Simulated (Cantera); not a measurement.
An isothermal, constant-pressure homogeneous reactor starts with CH₄ : H₂O = 1 : 0.39 (molar parts), at 2025 K and 0.220 bar. Integrator tolerance rtol = 1e-08.

Computed with Cantera and GRI-Mech 3.0 (53 species, 325 reactions). GRI-Mech 3.0 stops at C3 and has no aromatics, soot or wall deposition, so with more carbon than oxygen in the feed, carbon stays in small species such as C2H2 where larger ones or solid carbon would form.

Q: What does this change do: temperature 2025 to 1300 K?

A: 
| quantity | before | after |
|---|---|---|
| x(CH₄) at 40.0 s | 0.000616 (gas-phase equilibrium 0.000616) | 0.540 (gas-phase equilibrium 0.182) |
| x(H₂O) at 40.0 s | 1.90e-7 (gas-phase equilibrium 1.90e-7) | 0.251 (gas-phase equilibrium 7.08e-7) |
| x(C₂H) at 40.0 s | 1.06e-5 (gas-phase equilibrium 1.06e-5) | 4.26e-11 (gas-phase equilibrium 3.92e-11) |
| x(CO₂) at 40.0 s | 7.63e-9 (gas-phase equilibrium 7.64e-9) | 4.55e-5 (gas-phase equilibrium 1.10e-7) |
| x(O) at 40.0 s | <1e-12 (gas-phase equilibrium <1e-12) | <1e-12 (gas-phase equilibrium <1e-12) |
| x(C₂H₂) at 40.0 s | 0.109 (gas-phase equilibrium 0.109) | 0.0466 (gas-phase equilibrium 0.0288) |
| x(HCO) at 40.0 s | 3.70e-8 (gas-phase equilibrium 3.70e-8) | 1.26e-12 (gas-phase equilibrium 2.75e-10) |

Q: What does this change do: temperature 2025 to 1275 K?

A: 
```csv
quantity,before,after
x(CH₄) at 40.0 s,0.000616 (gas-phase equilibrium 0.000616),0.621 (gas-phase equilibrium 0.207)
x(H₂O) at 40.0 s,1.90e-7 (gas-phase equilibrium 1.90e-7),0.265 (gas-phase equilibrium 8.71e-7)
x(C₂H) at 40.0 s,1.06e-5 (gas-phase equilibrium 1.06e-5),1.29e-11 (gas-phase equilibrium 1.46e-11)
x(CO₂) at 40.0 s,7.63e-9 (gas-phase equilibrium 7.64e-9),9.15e-6 (gas-phase equilibrium 1.51e-7)
x(O) at 40.0 s,<1e-12 (gas-phase equilibrium <1e-12),<1e-12 (gas-phase equilibrium <1e-12)
x(C₂H₂) at 40.0 s,0.109 (gas-phase equilibrium 0.109),0.0254 (gas-phase equilibrium 0.0196)
x(HCO) at 40.0 s,3.70e-8 (gas-phase equilibrium 3.70e-8),<1e-12 (gas-phase equilibrium 2.11e-10)
```
